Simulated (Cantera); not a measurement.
Diamond growth

A diamond (100) surface in a fixed gas of H2 with x(CH4) = 0.015, x(H) = 0.00027, x(CH3) = 1.1e-05, at 948 K; coverages are run to steady state.

Cantera simulation using the Harris–Goodwin 1993 mechanism for the reconstructed diamond (100) surface; the numbers are that mechanism's predictions, not measurements.

| P (Pa) | growth (µm/h) | θ c6HH | θ c6H* | θ c6*H | θ c6** | θ c6HM |
|---|---|---|---|---|---|---|
| 820 | 0.0164 | 0.642 | 0.0135 | 0.323 | 0.00539 | 0.0121 |
| 1300 | 0.0319 | 0.640 | 0.0135 | 0.322 | 0.00537 | 0.0150 |
| 2100 | 0.0608 | 0.638 | 0.0134 | 0.321 | 0.00535 | 0.0177 |
| 3300 | 0.107 | 0.636 | 0.0134 | 0.320 | 0.00534 | 0.0198 |
| 5200 | 0.182 | 0.634 | 0.0134 | 0.319 | 0.00533 | 0.0215 |
| 8300 | 0.307 | 0.633 | 0.0133 | 0.318 | 0.00532 | 0.0227 |
| 13000 | 0.498 | 0.633 | 0.0133 | 0.318 | 0.00531 | 0.0235 |
| 21000 | 0.825 | 0.632 | 0.0133 | 0.318 | 0.00531 | 0.0241 |
θ: site fractions in the mechanism's names (c6HH fully hydrogenated, c6H* and c6*H radical sites, c6** diradical, c6HM methylated).
